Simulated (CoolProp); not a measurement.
Properties of CHF3 (R23) at several states (Tc = 26.1 °C, pc = 4832 kPa, ω = 0.263).

Computed with CoolProp (reference Helmholtz-energy equation of state, Penoncello 2003).

```json
[
 {"T (°C)": "-104.75", "p (kPa)": "39.1", "phase": "liquid", "density (kg/m³)": "1529", "cv (kJ/(kg K))": "0.7161", "viscosity (µPa s)": "461", "fugacity coefficient": "0.5563"},
 {"T (°C)": "-75.55", "p (kPa)": "155", "phase": "liquid", "density (kg/m³)": "1421", "cv (kJ/(kg K))": "0.7156", "viscosity (µPa s)": "275", "fugacity coefficient": "0.8902"},
 {"T (°C)": "12.55", "p (kPa)": "320", "phase": "gas", "density (kg/m³)": "9.710", "cv (kJ/(kg K))": "0.6048", "viscosity (µPa s)": "14.3", "fugacity coefficient": "0.9720"},
 {"T (°C)": "25.95", "p (kPa)": "4070", "phase": "gas", "density (kg/m³)": "199.2", "cv (kJ/(kg K))": "0.8510", "viscosity (µPa s)": "18.1", "fugacity coefficient": "0.7050"}
]
```

Viscosity comes from a separate model (Shan 2000).
